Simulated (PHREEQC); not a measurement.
Na2CO3 is added in steps, without added water, to 1 kg of water holding 0.011 mol/kgw HF and 0.00028 mol/kgw NH4F, at 20 °C. Oxygen is held at 0.21 atm. No CO2 enters from the air. Only these solids could form: Nahcolite, Natron.

Base run: PHREEQC, ion-association model, wateq4f.dat. Each further column changes one thing. The table gives HF (mol/kgw).

```tsv
Na2CO3 added (mol)	base	database phreeqc.dat	Debye-Hückel limiting law	all activity coefficients set to 1	metal-ligand complexes left out
0	0.00805	0.00840	0.00804	0.00817	0.00805
0.001594	0.00629	0.00650	0.00628	0.00640	0.00629
0.002656	0.00477	0.00490	(withheld)	0.00485	0.00477
0.00425	0.00219	0.00222	(withheld)	0.00222	0.00219
0.005844	4.40e-5	4.40e-5	4.43e-5	4.43e-5	4.40e-5
0.006906	9.21e-6	9.21e-6	9.28e-6	9.28e-6	9.21e-6
0.0085	2.65e-6	2.65e-6	2.67e-6	2.67e-6	2.65e-6
0.01009	6.39e-7	6.39e-7	6.46e-7	6.44e-7	6.38e-7
0.01116	4.94e-8	4.94e-8	5.19e-8	4.52e-8	4.49e-8
0.01275	6.84e-9	6.84e-9	(withheld)	5.94e-9	5.90e-9
0.01434	3.64e-9	3.65e-9	(withheld)	3.14e-9	3.10e-9
0.01541	2.80e-9	2.80e-9	3.07e-9	2.41e-9	2.37e-9
0.017	2.09e-9	2.09e-9	(withheld)	1.80e-9	1.75e-9
```

Problem. Some entries are withheld; supply them.

Solution. 
- 0.002656, Debye-Hückel limiting law: 0.00476
- 0.00425, Debye-Hückel limiting law: 0.00218
- 0.01275, Debye-Hückel limiting law: 7.37e-9
- 0.01434, Debye-Hückel limiting law: 3.97e-9
- 0.017, Debye-Hückel limiting law: 2.31e-9

 phreeqc.dat and wateq4f.dat share most of their constants, so their agreement is no independent check.
